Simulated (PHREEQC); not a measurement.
## Buffer: an equilibrium model

Consider water at 20 °C with 7.7 mmol/kgw NaHSO4, 67 mmol/kgw NH3 and 13 mmol/kgw LiCl. Closed to the air; pH follows from the charge balance.

Model: ion-association model, phreeqc.dat, run in PHREEQC.

```yaml
pH: 10.38
ionic_strength: 0.0349 mol/kgw
specific_conductance: 2740 µS/cm
total_alkalinity: 59.3 meq/kg
```

```
species  molality  activity   log γ
-------  --------  --------  ------
NH3        0.0591    0.0596   0.003
Cl-        0.0130    0.0109  -0.077
Li+        0.0128    0.0109  -0.069
Na+       0.00757   0.00640  -0.073
NH4+      0.00755   0.00625  -0.082
SO4-2     0.00702   0.00359  -0.291
NH4SO4-  0.000344  0.000289  -0.074
LiSO4-   0.000202  0.000171  -0.072
OH-      0.000196  0.000164  -0.078
NaSO4-   0.000131  0.000112  -0.071
```

This is a speciation only: nothing precipitates in the calculation.
